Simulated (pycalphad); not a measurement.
An equivalent pycalphad script:

```python
from pycalphad import Database, equilibrium, calculate, variables as v
import numpy as np
db = Database('COST507.tdb')
comps = ['AL', 'MN', 'SI', 'VA']
phases = ['AL11MN4', 'AL12MN', 'AL4MN', 'AL6MN', 'AL8MN5_D810', 'ALMNSI_ALPHA', 'ALMNSI_BETA', 'ALMNSI_DELTA', 'BCC_A2', 'CBCC_A12', 'CUB_A13', 'DIAMOND_A4', 'FCC_A1', 'HCP_A3', 'LIQUID', 'MN11SI19', 'MN3SI', 'MN5SI3', 'MN6SI', 'MN9SI2', 'MNSI']
eq = equilibrium(db, comps, phases, {v.X('MN'): 0.0062, v.X('SI'): 0.0126, v.T: np.arange(1850, 499, -50), v.P: 101325, v.N: 1}, output=['HM', 'SM'])
```

All values are pycalphad results on the COST 507 light-alloy database (1999) (1 atm), not direct measurements. These are 1990s assessments: newer ones move some temperatures and phases. Amounts are mole fractions of atoms.

Results at three of the temperatures:

```
T = 1750.00 K, P = 101325 Pa, N = 1 mol of atoms
G = -106649 J/mol, H = 54669 J/mol, S = 92.18 J/(mol K)  (SER reference)
chemical potentials (J/mol): Al -105446, Mn -208045, Si -150450
phase             fraction      x(Al)      x(Mn)      x(Si)
LIQUID              1.0000     0.9812     0.0062     0.0126
```

```
T = 1450.00 K, P = 101325 Pa, N = 1 mol of atoms
G = -79864 J/mol, H = 45131 J/mol, S = 86.20 J/(mol K)  (SER reference)
chemical potentials (J/mol): Al -78849, Mn -174035, Si -112518
phase             fraction      x(Al)      x(Mn)      x(Si)
LIQUID              1.0000     0.9812     0.0062     0.0126
```

```
T = 500.00 K, P = 101325 Pa, N = 1 mol of atoms
G = -16215 J/mol, H = 4377 J/mol, S = 41.18 J/(mol K)  (SER reference)
chemical potentials (J/mol): Al -15579, Mn -128182, Si -10615
phase             fraction      x(Al)      x(Mn)      x(Si)
FCC_A1              0.9561     0.9999   1.57e-07   0.000131
ALMNSI_ALPHA        0.0356     0.7072     0.1739     0.1189
DIAMOND_A4          0.0082   1.22e-11       none     1.0000
```

Changes of the phase set, refined by bisection:

```tsv
T (K)	phases above	phases below
924.4	liquid	fcc + liquid
921.7	fcc + liquid	ALMNSI_ALPHA + fcc + liquid
880.4	ALMNSI_ALPHA + fcc + liquid	ALMNSI_ALPHA + fcc
784.4	ALMNSI_ALPHA + fcc	ALMNSI_ALPHA + diamond (Si) + fcc
```

Database names, with the compositions (at.%) that they take in these runs: ALMNSI_ALPHA: Al 70 Mn 17 Si 12. FCC_A1 is fcc; DIAMOND_A4 is diamond (Si). An entry "none" or "no" means that the model of the phase leaves that element out.
